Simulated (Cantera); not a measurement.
Feed: 1 mol C, 0.075 mol H₂O, 11 mol N₂, held at 2675 K and 1330 Pa.

Cantera equilibrium calculation (NASA polynomials, part measured and part estimated; ideal gas, pure solids and liquids). Candidate condensed phases: C, C₆H₆, C₇H₈, C₈H₁₈, H₂O; 136 gas species. The numbers say what is thermodynamically allowed, not how fast it happens.

Base state: N₂ 0.976, H 0.00975, CO 0.00668, CN 0.00343, HCN 0.00229, H₂ 0.000475, C₃ 0.000472, HNC 0.000324 (mole fractions); condensed: C(graphite).

What changes in the equilibrium state with this change: temperature from 2675 K to 1173 K?


| species | before | after |
|---|---|---|
| N₂ | 0.976 | 0.987 |
| CO | 0.00668 | 0.00673 |
| H₂ | 0.000475 | 0.00672 |
| H | 0.00975 | 8.37e-8 |
| CN | 0.00343 | <1e-9 |
| C₃ | 0.000472 | <1e-9 |
| C₂N₂ | 0.000202 | <1e-9 |
| C | 0.000118 | <1e-9 |
| C₂ | 4.50e-5 | <1e-9 |
| C(graphite), mol | 0.833 | 0.925 |
